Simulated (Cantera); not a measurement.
Input (Python, Cantera):

```python
import numpy as np
import cantera as ct

gas = ct.Solution("SiF4_NH3_mec.yaml", "gas")
gas.TPX = 1975, 4400, {'NH3': 1, 'H2': 3.6}
reactor = ct.IdealGasConstPressureReactor(gas, energy="off", clone=False)
net = ct.ReactorNet([reactor])
net.rtol, net.atol = 1e-08, 1e-18
show = ['NH3', 'H2', 'NH2', 'N2', 'N']
times = np.geomspace(4e-05, 60, 10)

steps = ct.SolutionArray(gas, extra=["t"])
rows = []
print(f"{'t/s':>10s}{'T/K':>9s}{'P/Pa':>11s}" + "".join(f"{s:>11s}" for s in show))
for t in times:
    while net.time < t:
        t_next = net.step()
        steps.append(gas.state, t=t_next)
    rows.append([np.interp(t, steps.t, y) for y in (steps.T, steps.P, *steps(*show).X.T)])
    print(f"{t:10.3e}{rows[-1][0]:9.1f}{rows[-1][1]:11.4g}" + "".join(f"{x:11.3e}" for x in rows[-1][2:]))
rate = np.gradient(steps.T, steps.t)
print("integrator steps:", len(steps.t))
if steps.T.max() > steps.T[0] + 200:
    print(f"time of steepest temperature rise: {steps.t[rate.argmax()]:.4e} s")
gas.TPX = 1975, 4400, {'NH3': 1, 'H2': 3.6}
gas.equilibrate("TP")
print(f"equilibrium (TP): T = {gas.T:.1f} K  " + "  ".join(f"{s} {gas[s].X[0]:.3e}" for s in show))
```

Output:

```
       t/s      T/K       P/Pa        NH3         H2        NH2         N2          N
 4.000e-05   1975.0       4400  2.174e-01  7.826e-01  2.825e-06  5.263e-13  1.114e-13
 1.942e-04   1975.0       4400  2.174e-01  7.826e-01  1.365e-05  4.890e-10  2.207e-11
 9.430e-04   1975.0       4400  2.173e-01  7.825e-01  6.599e-05  1.817e-07  2.781e-09
 4.579e-03   1975.0       4400  2.169e-01  7.824e-01  2.938e-04  4.345e-05  2.420e-07
 2.223e-02   1975.0       4400  2.129e-01  7.845e-01  4.440e-04  1.598e-03  8.470e-07
 1.079e-01   1975.0       4400  1.935e-01  7.959e-01  4.164e-04  9.600e-03  8.514e-07
 5.241e-01   1975.0       4400  1.246e-01  8.365e-01  3.097e-04  3.795e-02  8.633e-07
 2.545e+00   1975.0       4400  1.862e-02  8.983e-01  8.809e-05  8.153e-02  9.256e-07
 1.236e+01   1975.0       4400  2.590e-05  9.047e-01  5.152e-07  8.900e-02  9.718e-08
 6.000e+01   1975.0       4400  3.157e-06  9.047e-01  6.284e-08  8.901e-02  1.187e-08
integrator steps: 1389
equilibrium (TP): T = 1975.0 K  NH3 2.358e-07  H2 9.047e-01  NH2 4.695e-09  N2 8.901e-02  N 8.866e-10
```

Computed with Cantera and the gas-phase N/H chemistry of the illustrative SiF4/NH3 mechanism in the Surface Chemkin manual (1991). Walls and surfaces, which speed up NH3 decomposition in real reactors, are not modelled.
